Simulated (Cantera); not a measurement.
# Gas activation for diamond growth

An isothermal, constant-pressure homogeneous reactor starts with CH₄ : H₂ : N₂ = 0.05 : 1 : 0.0049 (molar parts), at 1723 K and 35000 Pa.

Detailed kinetics in Cantera: GRI-Mech 3.0 (53 species, 325 reactions). GRI-Mech 3.0 stops at C3 and has no aromatics, soot or wall deposition, so with more carbon than oxygen in the feed, carbon stays in small species such as C2H2 where larger ones or solid carbon would form.

```json
[
 {"t (s)": "3.00e-6", "x CH₄": "0.0474", "x H₂": "0.948", "x HCN": "<1e-12", "x CH₂": "<1e-12", "x C₂H₄": "1.06e-12"},
 {"t (s)": "1.11e-5", "x CH₄": "0.0474", "x H₂": "0.948", "x HCN": "<1e-12", "x CH₂": "1.97e-11", "x C₂H₄": "8.76e-11"},
 {"t (s)": "4.12e-5", "x CH₄": "0.0474", "x H₂": "0.948", "x HCN": "<1e-12", "x CH₂": "3.28e-10", "x C₂H₄": "5.27e-9"},
 {"t (s)": "0.000152", "x CH₄": "0.0473", "x H₂": "0.948", "x HCN": "<1e-12", "x CH₂": "4.53e-9", "x C₂H₄": "2.88e-7"},
 {"t (s)": "0.000565", "x CH₄": "0.0472", "x H₂": "0.948", "x HCN": "<1e-12", "x CH₂": "4.10e-8", "x C₂H₄": "1.34e-5"},
 {"t (s)": "0.00209", "x CH₄": "0.0466", "x H₂": "0.948", "x HCN": "9.72e-12", "x CH₂": "7.97e-8", "x C₂H₄": "9.68e-5"},
 {"t (s)": "0.00775", "x CH₄": "0.0448", "x H₂": "0.949", "x HCN": "5.01e-11", "x CH₂": "7.74e-8", "x C₂H₄": "0.000116"},
 {"t (s)": "0.0287", "x CH₄": "0.0391", "x H₂": "0.952", "x HCN": "1.88e-10", "x CH₂": "6.91e-8", "x C₂H₄": "0.000129"},
 {"t (s)": "0.106", "x CH₄": "0.0265", "x H₂": "0.959", "x HCN": "5.91e-10", "x CH₂": "4.95e-8", "x C₂H₄": "0.000169"},
 {"t (s)": "0.394", "x CH₄": "0.0122", "x H₂": "0.966", "x HCN": "1.45e-9", "x CH₂": "2.46e-8", "x C₂H₄": "0.000233"},
 {"t (s)": "1.46", "x CH₄": "0.00565", "x H₂": "0.970", "x HCN": "2.91e-9", "x CH₂": "1.19e-8", "x C₂H₄": "0.000271"},
 {"t (s)": "5.40", "x CH₄": "0.00496", "x H₂": "0.970", "x HCN": "6.71e-9", "x CH₂": "1.05e-8", "x C₂H₄": "0.000275"},
 {"t (s)": "20.0", "x CH₄": "0.00496", "x H₂": "0.970", "x HCN": "2.13e-8", "x CH₂": "1.05e-8", "x C₂H₄": "0.000275"}
]
```
x: mole fraction; the columns are a selection and need not sum to one.

Equilibrium at this temperature and pressure: CH₄ 0.00473, H₂ 0.970, HCN 0.00394, CH₂ 1.00e-8, C₂H₄ 0.000250 (gas phase only).
